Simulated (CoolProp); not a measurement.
Computed with CoolProp (reference Helmholtz-energy equation of state, Lemmon 2006). It is a short technical equation, of lower accuracy than the large ones.

Give the vapour pressure (MPa), liquid density (kg/m³), liquid conductivity (mW/(m K)) of saturated C3F8 (R218) at -23.35 °C.


```json
[
 {"T (°C)": "-23.35", "p (MPa)": "0.179", "liquid density (kg/m³)": "1560", "liquid conductivity (mW/(m K))": "58.4"}
]
```

Thermal conductivity comes from a separate model (Huber 2003), an estimate that may be off by 10 % or more.
